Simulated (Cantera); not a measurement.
A closed system holds: 1 mol HgO, 14 mol N₂, at 1 atm.

Equilibrium computed with Cantera from the NASA thermochemical tables; the gas is ideal and each condensed phase is pure. Candidate condensed phases: Hg, HgO; 10 gas species. Rates play no part.

Problem. At 700 K, list the 3 most abundant gas species with their mole fractions, and the condensed phases.

Solution. N₂ 0.903, Hg 0.0645, O₂ 0.0323. Condensed: gas only.
